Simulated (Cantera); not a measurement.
What does this Cantera script print?

```python
import numpy as np
import cantera as ct

gas_names = """
    Fe FeO Fe(OH)2 H HO2 H2 H2O H2O2 O OH O2 O3
""".split()
cond_names = """
    Fe(a) Fe(c) Fe(d) Fe(L) FeO(s) FeO(L) Fe(OH)2(s) Fe(OH)3(s) Fe2O3(s) Fe3O4(s) H2O(s) H2O(L)
""".split()


def load(file, names, dense=False):
    # The tables refer to 1 bar. Condensed volumes are neglected.
    table = {s.name: s for s in ct.Species.list_from_file(file)}
    out = []
    for n in names:
        d = dict(table[n].input_data)
        d["thermo"] = dict(d["thermo"], **{"reference-pressure": 1e5})
        if dense:
            d["equation-of-state"] = {"model": "constant-volume", "density": "1e6 g/cm^3"}
        out.append(ct.Species.from_dict(d))
    return out


gas = ct.Solution(thermo="ideal-gas", species=load("nasa_gas.yaml", gas_names))
cond = {s.name: ct.Solution(thermo="fixed-stoichiometry", species=[s], name=s.name)
        for s in load("nasa_condensed.yaml", cond_names, dense=True)}
atoms = {
    'Fe': {'Fe': 1},
    'H2O': {'H': 2, 'O': 1},
}
top_T = {'Fe2O3(s)': 1830, 'Fe3O4(s)': 1870}  # K; cautious upper limits of use, not melting points


def equilibrate(T, P, feed):
    n = {}
    for name, mol in feed.items():
        for a, k in atoms[name].items():
            n[a] = n.get(a, 0.0) + k * mol
    gas.TPX = T, P, n
    mass = sum(n.values()) * gas.mean_molecular_weight
    gas.equilibrate("TP")
    valid = [c for c in cond.values() if c.min_temp <= T <= top_T.get(c.name, c.max_temp)]
    mix = ct.Mixture([(gas, mass / gas.mean_molecular_weight)] + [(c, 0.0) for c in valid])
    mix.T, mix.P = T, P
    mix.equilibrate("TP", solver="vcs", rtol=1e-11, max_steps=5000)
    return mix


results = []
feed = {'Fe': 1, 'H2O': 0.039}  # mol
P = 10000  # Pa
for T in [1023, 1073, 1123, 1173, 1223, 1273, 1323, 1373, 1423]:
    mix = equilibrate(T, P, feed)
    results.append((T, P, feed, dict(zip(mix.species_names, mix.species_moles))))
    x = sorted(zip(gas.X, gas.species_names), reverse=True)
    print(f"T = {T:g} K  P = {P:g} Pa  gas = {mix.phase_moles(0):.4g} mol")
    print("   x: " + "  ".join(f"{s} {v:.3e}" for v, s in x if v > 0.0001))
    print("   condensed (mol): " + ("  ".join(f"{mix.phase(i).name} {mix.phase_moles(i):.4g}"
          for i in range(1, mix.n_phases) if mix.phase_moles(i) > 1e-12) or "none"))
```

It prints:

```
T = 1023 K  P = 10000 Pa  gas = 0.039 mol
   x: H2 8.414e-01  H2O 1.586e-01
   condensed (mol): Fe(a) 0.9672  FeO(s) 0.03281
T = 1073 K  P = 10000 Pa  gas = 0.039 mol
   x: H2 8.247e-01  H2O 1.753e-01
   condensed (mol): Fe(a) 0.9678  FeO(s) 0.03216
T = 1123 K  P = 10000 Pa  gas = 0.039 mol
   x: H2 8.078e-01  H2O 1.922e-01
   condensed (mol): Fe(a) 0.9685  FeO(s) 0.03151
T = 1173 K  P = 10000 Pa  gas = 0.039 mol
   x: H2 7.916e-01  H2O 2.084e-01
   condensed (mol): Fe(a) 0.9691  FeO(s) 0.03087
T = 1223 K  P = 10000 Pa  gas = 0.039 mol
   x: H2 7.758e-01  H2O 2.242e-01
   condensed (mol): Fe(c) 0.9697  FeO(s) 0.03026
T = 1273 K  P = 10000 Pa  gas = 0.039 mol
   x: H2 7.608e-01  H2O 2.392e-01
   condensed (mol): Fe(c) 0.9703  FeO(s) 0.02967
T = 1323 K  P = 10000 Pa  gas = 0.039 mol
   x: H2 7.468e-01  H2O 2.532e-01
   condensed (mol): Fe(c) 0.9709  FeO(s) 0.02913
T = 1373 K  P = 10000 Pa  gas = 0.039 mol
   x: H2 7.338e-01  H2O 2.662e-01
   condensed (mol): Fe(c) 0.9714  FeO(s) 0.02862
T = 1423 K  P = 10000 Pa  gas = 0.039 mol
   x: H2 7.218e-01  H2O 2.782e-01
   condensed (mol): Fe(c) 0.9719  FeO(s) 0.02815
```

Cantera equilibrium calculation (NASA polynomials, part measured and part estimated; ideal gas, pure solids and liquids). Mutual solubility and eutectic melting of coexisting phases are not modelled. The tables' stoichiometric FeO is somewhat more stable than real wüstite, so its field is too wide. FeO: taken at fixed stoichiometry.
